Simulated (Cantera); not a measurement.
Input: 1 mol SiHCl₃, 3.8 mol NH₃, 44 mol N₂, equilibrated at 0.480 bar.

Cantera equilibrium calculation (NASA polynomials, part measured and part estimated; ideal gas, pure solids and liquids). Candidate condensed phases: NH₄Cl, Si, Si₃N₄; 28 gas species. Equilibrium is a limit: real reactors are often held back by kinetics, nucleation or transport.

Problem. What share of the Si ends up in condensed phases as a function of T (K), at 725, 825, 925, 1025, 1125, 1225, 1325, 1425, 1525, 1625, 1725, 1825, 1925, 2025?

Solution. 
```csv
T (K),Si condensed (%),as
725,93.9,Si₃N₄(s)
825,96.5,Si₃N₄(s)
925,97.8,Si₃N₄(s)
1025,98.5,Si₃N₄(s)
1125,98.9,Si₃N₄(s)
1225,99.1,Si₃N₄(s)
1325,99.1,Si₃N₄(s)
1425,98.7,Si₃N₄(s)
1525,97.0,Si₃N₄(s)
1625,92.4,Si₃N₄(s)
1725,82.4,Si₃N₄(s)
1825,66.5,Si₃N₄(s)
1925,47.2,Si₃N₄(s)
2025,27.5,Si₃N₄(s)
```
